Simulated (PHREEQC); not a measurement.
LiOH is added in steps, without added water, to 1 kg of water holding 0.014 mol/kgw HCl and 0.00049 mol/kgw MnSO4, at 20 °C. The system is closed to oxygen. CO2 from the air is kept out. The run lets Pyrochroite precipitate or redissolve, and no other solid.

Base run: PHREEQC, ion-association model, wateq4f.dat. Each further column changes one thing. The table gives pH.

```tsv
LiOH added (mol)	base	HCl replaced by (CH3)4NCl at the same molality	HCl from 0.014 to 0.0126 mol/kgw	HCl left out	no solid may form
0	1.91	6.97	1.95	6.94	1.91
0.0016	1.96	10.91	2.01	10.94	1.96
0.0032	2.02	11.46	2.08	11.49	2.02
0.0048	2.09	11.69	2.16	11.72	2.09
0.0064	2.17	11.84	2.26	11.86	2.17
0.008	2.28	11.95	2.39	11.97	2.28
0.0096	2.41	12.04	2.58	12.06	2.41
0.0112	2.61	12.11	2.91	12.13	2.61
0.0128	2.98	12.17	9.41	12.19	2.98
0.0144	9.48	12.22	11.03	12.24	10.53
0.016	11.12	12.27	11.50	12.29	11.32
```

 (CH3)4N+ isn't in the database: it is added as a free cation with an ion size of 4 Å. In at least one series the solution becomes supersaturated in solids that the run did not let form, among them Pyrochroite.
